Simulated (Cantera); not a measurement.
# Pyrogenic steam for wet oxidation

An isothermal, constant-pressure homogeneous reactor starts with H₂ : O₂ : N₂ = 1.6 : 1 : 0.89 (molar parts), at 1225 K and 0.760 bar.

Detailed kinetics in Cantera: the H2/O2 subset of GRI-Mech 3.0, which has no nitrogen chemistry. The temperature is held fixed by assumption; the heat of reaction is taken as removed at once.

```json
[
 {"t (s)": "0.000500", "x H₂": "0.000927", "x O₂": "0.0747", "x OH": "0.000185", "x H₂O₂": "2.14e-6", "x H": "9.46e-6"},
 {"t (s)": "0.00150", "x H₂": "0.000235", "x O₂": "0.0744", "x OH": "7.29e-5", "x H₂O₂": "4.14e-7", "x H": "9.48e-7"},
 {"t (s)": "0.00451", "x H₂": "3.46e-5", "x O₂": "0.0744", "x OH": "3.96e-5", "x H₂O₂": "9.41e-8", "x H": "7.89e-8"},
 {"t (s)": "0.0136", "x H₂": "1.30e-6", "x O₂": "0.0743", "x OH": "2.57e-5", "x H₂O₂": "3.57e-8", "x H": "2.72e-9"},
 {"t (s)": "0.0407", "x H₂": "1.24e-7", "x O₂": "0.0743", "x OH": "1.61e-5", "x H₂O₂": "1.45e-8", "x H": "3.43e-10"},
 {"t (s)": "0.122", "x H₂": "6.30e-8", "x O₂": "0.0743", "x OH": "1.05e-5", "x H₂O₂": "6.34e-9", "x H": "1.20e-10"},
 {"t (s)": "0.368", "x H₂": "5.36e-8", "x O₂": "0.0743", "x OH": "8.55e-6", "x H₂O₂": "4.32e-9", "x H": "8.45e-11"},
 {"t (s)": "1.10", "x H₂": "5.33e-8", "x O₂": "0.0743", "x OH": "8.44e-6", "x H₂O₂": "4.22e-9", "x H": "8.31e-11"},
 {"t (s)": "3.32", "x H₂": "5.33e-8", "x O₂": "0.0743", "x OH": "8.44e-6", "x H₂O₂": "4.22e-9", "x H": "8.31e-11"},
 {"t (s)": "9.97", "x H₂": "5.33e-8", "x O₂": "0.0743", "x OH": "8.44e-6", "x H₂O₂": "4.22e-9", "x H": "8.31e-11"},
 {"t (s)": "30.0", "x H₂": "5.33e-8", "x O₂": "0.0743", "x OH": "8.44e-6", "x H₂O₂": "4.22e-9", "x H": "8.31e-11"},
 {"t (s)": "90.0", "x H₂": "5.33e-8", "x O₂": "0.0743", "x OH": "8.44e-6", "x H₂O₂": "4.22e-9", "x H": "8.31e-11"}
]
```
x: mole fraction; the columns are a selection and need not sum to one.

Equilibrium at this temperature and pressure: H₂ 5.33e-8, O₂ 0.0743, OH 8.44e-6, H₂O₂ 4.22e-9, H 8.31e-11 (gas phase only).
